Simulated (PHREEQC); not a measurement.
Metal-bearing waste water

Make-up at 25 °C and 100 atm: 0.0042 mol FeCl3 and 0.014 mol H2SO4 per kg of water. Closed to the air; pH follows from the charge balance.

Equilibrium calculation in PHREEQC: ion-association model, phreeqc.dat.

Each row changes one thing in this solution. Precipitation was switched off in this run.

```tsv
case	pH	ionic strength (mol/kgw)	HSO4- (mol/kgw)	SO4-2 (mol/kgw)
as made	1.71	0.0340	0.00516	0.00491
diluted 2-fold with water	1.97	0.0184	0.00199	0.00312
temperature from 25 to 45 °C	1.73	0.0320	0.00628	0.00390
H2SO4 from 0.014 to 0.021 mol/kgw	1.56	0.0452	0.00980	0.00710
H2SO4 replaced by NaHSO4 at the same molality	2.03	0.0370	0.00321	0.00654
FeCl3 left out	1.74	0.0279	0.00707	0.00693
```

Some of these states are supersaturated (in Hematite (slow to form), Goethite (slow to form), for instance). Under pressure, the constants of complexes without a molar volume in the database are unreliable. At this temperature some constants are extrapolated from 25 °C, and those without enthalpy data are left unchanged.
